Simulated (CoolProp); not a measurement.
n-heptane at 298.15 K and 0.00448 MPa flows at 0.084 m/s in a round tube of 100 mm bore and 45 µm roughness, fully developed (64/Re and Nu = 3.66 if laminar; Colebrook and Gnielinski if turbulent). Each further row changes one setting.

The numbers come from the reference Helmholtz-energy equation of state, Span 2003 in CoolProp. It is a short technical equation, of lower accuracy than the large ones.

```json
[
 {"case": "as stated", "Reynolds number": "261", "Darcy friction factor": "0.245", "pressure drop (Pa/m)": "0.00158", "heat-transfer coefficient (W/(m² K))": "0.438", "mass flow (kg/h)": "0.432"},
 {"case": "velocity 0.168 m/s", "Reynolds number": "522", "Darcy friction factor": "0.123", "pressure drop (Pa/m)": "0.00315", "heat-transfer coefficient (W/(m² K))": "0.438", "mass flow (kg/h)": "0.865"},
 {"case": "diameter 200 mm", "Reynolds number": "522", "Darcy friction factor": "0.123", "pressure drop (Pa/m)": "0.000394", "heat-transfer coefficient (W/(m² K))": "0.219", "mass flow (kg/h)": "1.73"}
]
```

Viscosity comes from a separate model (Michailidou 2014). Thermal conductivity comes from a separate model (Assael 2013).
